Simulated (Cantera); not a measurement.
A closed system holds: 1 mol CH₄, 0.12 mol H₂O, 21 mol N₂, equilibrated at 31.0 Pa.

These are equilibrium values from Cantera (NASA tables, ideal gas, pure condensed phases), not measurements of a reactor. Candidate condensed phases: C, C₆H₆, C₇H₈, C₈H₁₈, H₂O; 136 gas species. Rates play no part.

Over these rows the condensed part is C(graphite). Partial pressures as log10 of bar:

```json
[
 {"T (K)": "1325", "1000/T (1/K)": "0.7547", "log p HCN": "-7.63", "log p N₂": "-3.55", "log p H₂": "-4.55"},
 {"T (K)": "1425", "1000/T (1/K)": "0.7018", "log p HCN": "-7.27", "log p N₂": "-3.55", "log p H₂": "-4.55"},
 {"T (K)": "1525", "1000/T (1/K)": "0.6557", "log p HCN": "-6.95", "log p N₂": "-3.55", "log p H₂": "-4.55"},
 {"T (K)": "1625", "1000/T (1/K)": "0.6154", "log p HCN": "-6.68", "log p N₂": "-3.55", "log p H₂": "-4.55"},
 {"T (K)": "1725", "1000/T (1/K)": "0.5797", "log p HCN": "?", "log p N₂": "-3.55", "log p H₂": "-4.56"},
 {"T (K)": "1825", "1000/T (1/K)": "0.5479", "log p HCN": "-6.22", "log p N₂": "-3.55", "log p H₂": "-4.57"}
]
```

Fit log p(HCN) = a + b·(1000/T) to the five rows, give the apparent enthalpy, and predict the row at 1725 K.

Means: 1000/T = 0.6551, log p = -6.950. Sxy = -0.171647, Sxx = 0.0251693, so b = -6.82 and a = -6.950 − (-6.82)×0.6551 = -2.48.
Apparent enthalpy: −19.145 × (-6.82) = 131 kJ/mol. With the condensed phases at unit activity, C(graphite) + 1/2 N₂(g) + 1/2 H₂(g) = HCN(g) links this pressure to the main gases: over the six rows their terms move log p by -0.01 in all, so the slope is close to that reaction's ΔH°. The five rows lie within 0.01 of the line.
Prediction at 1725 K: -2.48 + (-6.82)×0.5797 = -6.43. The computed value is -6.43, 0.00 from the line.
